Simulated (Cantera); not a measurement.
A perfectly stirred reactor is fed with 21.4 % H2, 11.9 % O2, 66.7 % N2, equivalence ratio 0.90, at 1.38 atm; it is adiabatic with a 425 K inlet, and is followed from long to short residence time, starting on the burning branch (τ in s: 0.027, 0.013, 0.0067, 0.0033, 0.0016, 0.00082, 0.0004, 0.0002, 0.0001).

Computed with Cantera and the H2/O2 subset of GRI-Mech 3.0, which has no nitrogen chemistry.

Predict: blow-out, bracketed by the residence times tried; x(H2) at τ = 27.0 ms; x(O2) at τ = 27.0 ms; x(OH) at τ = 27.0 ms; x(HO2) at τ = 27.0 ms; x(H2O) at τ = 27.0 ms; x(H2) at τ = 1.60 ms; x(O2) at τ = 1.60 ms; x(OH) at τ = 1.60 ms; x(HO2) at τ = 1.60 ms; x(H2O) at τ = 1.60 ms.


```json
{
 "blow_out_bracketed_by_the_residence_times_tried": "burning at 0.100 ms, the shortest tried",
 "x(H2) at τ = 27.0 ms": "0.00249",
 "x(O2) at τ = 27.0 ms": "0.0138",
 "x(OH) at τ = 27.0 ms": "0.00320",
 "x(HO2) at τ = 27.0 ms": "1.78e-6",
 "x(H2O) at τ = 27.0 ms": "0.235",
 "x(H2) at τ = 1.60 ms": "0.0102",
 "x(O2) at τ = 1.60 ms": "0.0168",
 "x(OH) at τ = 1.60 ms": "0.00630",
 "x(HO2) at τ = 1.60 ms": "7.18e-6",
 "x(H2O) at τ = 1.60 ms": "0.223"
}
```
